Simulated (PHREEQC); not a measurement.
Solution (20 °C): 0.0092 mol MnCl2 and 0.018 mol NaCl per kg of water. Closed to the air; pH follows from the charge balance.

All values are PHREEQC results (ion-association model, phreeqc.dat), not measurements.

Precipitation was switched off in this run.

Question: What pH, specific conductance does the model give?

Answer: pH 6.54; specific conductance 3430 µS/cm.

Question: In which forms is Mn present?

Answer: Mn+2 93 %, MnCl+ 6.7 % of the Mn.

Complexes and solids missing from the database can't appear.
